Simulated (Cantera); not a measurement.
Feed: 1 mol SiCl₄, 0.87 mol Cl₂, 0.62 mol H₂, held at 1498.15 K and 1.00 bar.

These are equilibrium values from Cantera (NASA tables, ideal gas, pure condensed phases), not measurements of a reactor. Candidate condensed phases: Si; 19 gas species. The tables' values for SiCl₃ are old estimates; treat these amounts as uncertain. Kinetics and transport are ignored.

Base state: HCl 0.494, SiCl₄ 0.398, Cl₂ 0.0909, Cl 0.0174, SiCl₃ 3.95e-5 (mole fractions); condensed: gas only.

### Question
What changes in the equilibrium state with this change: H₂ from 0.62 to 1 mol?

### Answer
| species | before | after |
|---|---|---|
| HCl | 0.494 | 0.619 |
| SiCl₄ | 0.398 | 0.330 |
| H₂ | 1.55e-7 | 0.0353 |
| Cl₂ | 0.0909 | 6.28e-7 |
| Cl | 0.0174 | 4.57e-5 |
| SiCl₃ | 3.95e-5 | 0.0124 |
| SiHCl₃ | 1.29e-8 | 0.00194 |
| SiCl₂ | 1.25e-8 | 0.00150 |

### Question
What changes in the equilibrium state with this change: pressure from 1.00 bar to 6.00 bar?

### Answer
```tsv
species	before	after
HCl	0.494	0.496
SiCl₄	0.398	0.400
Cl₂	0.0909	0.0964
Cl	0.0174	0.00731
SiCl₃	3.95e-5	1.57e-5
```

### Question
What changes in the equilibrium state with this change: H₂ from 0.62 to 13 mol?

### Answer
| species | before | after |
|---|---|---|
| H₂ | 1.55e-7 | 0.753 |
| HCl | 0.494 | 0.182 |
| SiCl₂ | 1.25e-8 | 0.0231 |
| SiCl₄ | 0.398 | 0.0206 |
| Cl₂ | 0.0909 | 2.55e-9 |
| Cl | 0.0174 | 2.91e-6 |
| SiCl₃ | 3.95e-5 | 0.0122 |
| SiHCl₃ | 1.29e-8 | 0.00877 |
| SiH₂Cl₂ | <1e-9 | 0.000593 |
| SiH₃Cl | <1e-9 | 1.18e-5 |
